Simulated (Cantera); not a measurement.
# Hydrocarbon pyrolysis for carbon deposition

A perfectly stirred reactor is fed with CH4 : N2 = 1 : 1.3 (molar parts), at 0.00850 bar; it is held at 1800 K, and followed from long to short residence time.

Model: GRI-Mech 3.0 (53 species, 325 reactions), integrated in Cantera. GRI-Mech 3.0 stops at C3 and has no aromatics, soot or wall deposition, so with more carbon than oxygen in the feed, carbon stays in small species such as C2H2 where larger ones or solid carbon would form. Radical loss at walls, strong at low pressure, is not modelled.

| τ (s) | x CH4 | x CH3 | x H2 | x H | x C2H2 | x C2H | x C2H4 |
|---|---|---|---|---|---|---|---|
| 2.4 | 0.0263 | 0.00130 | 0.425 | 0.00106 | 0.142 | 3.08e-6 | 0.000229 |
| 0.61 | 0.0610 | 0.00246 | 0.388 | 0.000796 | 0.128 | 2.31e-6 | 0.000954 |
| 0.16 | 0.126 | 0.00430 | 0.317 | 0.000568 | 0.103 | 1.61e-6 | 0.00351 |
| 0.040 | 0.244 | 0.00650 | 0.188 | 0.000290 | 0.0546 | 7.36e-7 | 0.0104 |
| 0.010 | 0.401 | 0.00501 | 0.0277 | 3.51e-5 | 0.00397 | 4.39e-8 | 0.00658 |
| 0.0027 | 0.432 | 0.00159 | 0.00139 | 3.70e-6 | 2.77e-5 | 5.52e-10 | 0.000254 |
| 0.00069 | 0.434 | 0.000409 | 0.000213 | 2.10e-6 | 1.12e-7 | 1.82e-12 | 4.44e-6 |
x: mole fraction; the columns are a selection and need not sum to one.
